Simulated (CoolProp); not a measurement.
Methane along the isotherm 210 K: fugacity coefficient from the reference equation and from simpler models built on Tc = 190.6 K, pc = 45.99 bar, ω = 0.011; each cubic takes its own stable root.

Model: reference Helmholtz-energy equation of state, Setzmann 1991, in CoolProp.

```json
[
 {"p (bar)": "15.3", "phase": "gas", "reference": "0.9182"},
 {"p (bar)": "30.7", "phase": "gas", "reference": "0.8383"},
 {"p (bar)": "46", "phase": "supercritical", "reference": "0.7604"},
 {"p (bar)": "61.3", "phase": "supercritical", "reference": "0.6833"},
 {"p (bar)": "76.7", "phase": "supercritical", "reference": "0.6075"},
 {"p (bar)": "92", "phase": "supercritical", "reference": "0.5443"},
 {"p (bar)": "107", "phase": "supercritical", "reference": "0.4972"},
 {"p (bar)": "123", "phase": "supercritical", "reference": "0.4590"},
 {"p (bar)": "138", "phase": "supercritical", "reference": "0.4312"},
 {"p (bar)": "153", "phase": "supercritical", "reference": "0.4092"},
 {"p (bar)": "169", "phase": "supercritical", "reference": "0.3905"},
 {"p (bar)": "184", "phase": "supercritical", "reference": "0.3763"},
 {"p (bar)": "199", "phase": "supercritical", "reference": "0.3647"},
 {"p (bar)": "215", "phase": "supercritical", "reference": "0.3545"},
 {"p (bar)": "230", "phase": "supercritical", "reference": "0.3468"}
]
```

How far does each simpler model (van der Waals, Redlich-Kwong, Soave-Redlich-Kwong, Peng-Robinson) lie from the reference over these 15 states: mean and median of the absolute difference, and the worst?


- van der Waals: mean 5.2 %, median 4.0 %, worst +13.6 % at 210 K and 230 bar
- Redlich-Kwong: mean 1.9 %, median 2.0 %, worst +4.0 % at 210 K and 230 bar
- Soave-Redlich-Kwong: mean 2.1 %, median 2.2 %, worst +4.3 % at 210 K and 230 bar
- Peng-Robinson: mean 4.2 %, median 4.3 %, worst -5.6 % at 210 K and 230 bar
